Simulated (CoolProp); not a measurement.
Vapour-liquid equilibrium of n-butane (1) + cis-2-butene (2) at 1910 kPa; x and y are mole fractions of (1).

Model: multi-fluid Helmholtz-energy mixture model, Bücker 2006 and Lemmon 2005; pair parameters Bell 2016, in CoolProp.

```
x     bubble temperature, mixture model (°C)  bubble temperature, Raoult's law (°C)  y, mixture model  y, Raoult's law
----  --------------------------------------  -------------------------------------  ----------------  ---------------
0.05                                   115.1                                  115.3             0.054            0.053
0.2                                    114.2                                  114.8             0.210            0.211
0.35                                   113.5                                  114.2             0.361            0.365
0.5                                    112.9                                  113.7             0.509            0.517
0.65                                   112.5                                  113.1             0.656            0.665
0.8                                    112.2                                  112.6             0.803            0.811
0.95                                   111.9                                  112.0             0.951            0.953
```

The largest gap from Raoult's law is -0.8 K in bubble temperature, at x = 0.5. No azeotrope shows between x = 0.05 and 0.95.

Pair parameters are fitted to limited data, so mixtures are less certain than the pure fluids.
